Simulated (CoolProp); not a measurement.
R227EA at 293.15 K and 0.197 MPa is throttled through a valve to 0.00515 MPa with no heat exchange. Each further row changes one setting.

Computed with CoolProp (reference Helmholtz-energy equation of state, Lemmon 2016).

```json
[
 {"case": "as stated", "temperature change (K)": "-3.8", "final density (kg/m³)": "___"},
 {"case": "outlet pressure 0.00154 MPa", "temperature change (K)": "___", "final density (kg/m³)": "___"},
 {"case": "outlet pressure 0.0067 MPa", "temperature change (K)": "-3.8", "final density (kg/m³)": "___"}
]
```

**Question.** Some entries are withheld; supply them.

**Answer.** 
- as stated, final density (kg/m³): 0.365
- outlet pressure 0.00154 MPa, temperature change (K): -3.9
- outlet pressure 0.00154 MPa, final density (kg/m³): 0.109
- outlet pressure 0.0067 MPa, final density (kg/m³): 0.474
